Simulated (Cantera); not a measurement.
**Transport properties of process gases**

Gas mixture: O2 : N2O = 0.055 : 1 (molar parts), at 383 Torr, frozen composition.

Cantera's kinetic-theory transport with the Lennard-Jones parameters of GRI-Mech 3.0, ideal gas; thermal conductivity in the multicomponent form. The composition is frozen, though it would react at the higher temperatures.

```csv
T (K),ρ (kg/m³),cp (J/kg/K),μ (µPa s),λ (mW/m/K),Pr,D (cm²/s) C2H2,D (cm²/s) NH3,D (cm²/s) H2O
400,0.665,969.2,19.7,25.6,0.744,0.423,0.568,0.588
650,0.409,1123,29.4,44.4,0.743,1.02,1.43,1.49
900,0.296,1221,37.4,61.7,0.740,1.80,2.58,2.72
1150,0.231,1278,44.5,77.1,0.738,2.74,3.98,4.20
1400,0.190,1319,50.9,91.2,0.736,3.83,5.60,5.93
1650,0.161,1351,56.8,105,0.734,5.05,7.42,7.86
1900,0.140,1376,62.4,117,0.733,6.39,9.44,10.0
```
D: mixture-averaged diffusion coefficient of that species in the mixture.
